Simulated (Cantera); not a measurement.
What does this Cantera script print?

```python
import numpy as np
import cantera as ct

gas_names = """
    C CN CO CO2 C2 CCN CNC C2N2 C2O C3 C3O2 C4 C4N2 C5 Fe FeC5O5 FeO N NCO NO NO2 NO3 N2 N2O O O2 O3
""".split()
cond_names = """
    C(gr) Fe(a) Fe(c) Fe(d) Fe(L) FeC5O5(L) FeO(s) FeO(L) Fe2O3(s) Fe3O4(s)
""".split()


# ... load() reads the species with a 1 bar reference pressure and builds the phases ...
atoms = {
    'Fe2O3': {'Fe': 2, 'O': 3},
    'CO': {'C': 1, 'O': 1},
    'N2': {'N': 2},
}
top_T = {'C(gr)': 4500, 'Fe2O3(s)': 1830, 'Fe3O4(s)': 1870}  # K; cautious upper limits of use, not melting points


# ... equilibrate(T, P, feed) seeds the gas with the atoms and calls Mixture.equilibrate('TP', solver="vcs", rtol=1e-11, max_steps=5000) ...
results = []
feed = {'Fe2O3': 1, 'CO': 5, 'N2': 0.93}  # mol
for P in [10, 52, 270, 1400, 7200, 37000, 190000, 1000000]:
    for T in [2075, 2125, 2175, 2225, 2275, 2325, 2375, 2425, 2475, 2525, 2575]:
        mix = equilibrate(T, P, feed)
        results.append((T, P, feed, dict(zip(mix.species_names, mix.species_moles))))

for T, P, feed, n in results:
    print(f"{T:7g} {P:10.4g}  " + (" + ".join(c for c in cond_names if n.get(c, 0) > 1e-12) or "gas only"))
```

It prints:

```
   2075         10  gas only
   2125         10  gas only
   2175         10  gas only
   2225         10  gas only
   2275         10  gas only
   2325         10  gas only
   2375         10  gas only
   2425         10  gas only
   2475         10  gas only
   2525         10  gas only
   2575         10  gas only
   2075         52  FeO(L)
   2125         52  gas only
   2175         52  gas only
   2225         52  gas only
   2275         52  gas only
   2325         52  gas only
   2375         52  gas only
   2425         52  gas only
   2475         52  gas only
   2525         52  gas only
   2575         52  gas only
   2075        270  FeO(L)
   2125        270  FeO(L)
   2175        270  FeO(L)
   2225        270  FeO(L)
   2275        270  gas only
   2325        270  gas only
   2375        270  gas only
   2425        270  gas only
   2475        270  gas only
   2525        270  gas only
   2575        270  gas only
   2075       1400  FeO(L)
   2125       1400  FeO(L)
   2175       1400  FeO(L)
   2225       1400  FeO(L)
   2275       1400  FeO(L)
   2325       1400  FeO(L)
   2375       1400  FeO(L)
   2425       1400  FeO(L)
   2475       1400  gas only
   2525       1400  gas only
   2575       1400  gas only
   2075       7200  FeO(L)
   2125       7200  FeO(L)
   2175       7200  FeO(L)
   2225       7200  FeO(L)
   2275       7200  FeO(L)
   2325       7200  FeO(L)
   2375       7200  FeO(L)
   2425       7200  FeO(L)
   2475       7200  FeO(L)
   2525       7200  FeO(L)
   2575       7200  FeO(L)
   2075    3.7e+04  FeO(L)
   2125    3.7e+04  FeO(L)
   2175    3.7e+04  FeO(L)
   2225    3.7e+04  FeO(L)
   2275    3.7e+04  FeO(L)
   2325    3.7e+04  FeO(L)
   2375    3.7e+04  FeO(L)
   2425    3.7e+04  FeO(L)
   2475    3.7e+04  FeO(L)
   2525    3.7e+04  FeO(L)
   2575    3.7e+04  FeO(L)
   2075    1.9e+05  FeO(L)
   2125    1.9e+05  FeO(L)
   2175    1.9e+05  FeO(L)
   2225    1.9e+05  FeO(L)
   2275    1.9e+05  FeO(L)
   2325    1.9e+05  FeO(L)
   2375    1.9e+05  FeO(L)
   2425    1.9e+05  FeO(L)
   2475    1.9e+05  FeO(L)
   2525    1.9e+05  FeO(L)
   2575    1.9e+05  FeO(L)
   2075      1e+06  FeO(L)
   2125      1e+06  FeO(L)
   2175      1e+06  FeO(L)
   2225      1e+06  FeO(L)
   2275      1e+06  FeO(L)
   2325      1e+06  FeO(L)
   2375      1e+06  FeO(L)
   2425      1e+06  FeO(L)
   2475      1e+06  FeO(L)
   2525      1e+06  FeO(L)
   2575      1e+06  FeO(L)
```

These are equilibrium values from Cantera (NASA tables, ideal gas, pure condensed phases), not measurements of a reactor. The tables' stoichiometric FeO is somewhat more stable than real wüstite, so its field is too wide. FeO: taken at fixed stoichiometry.
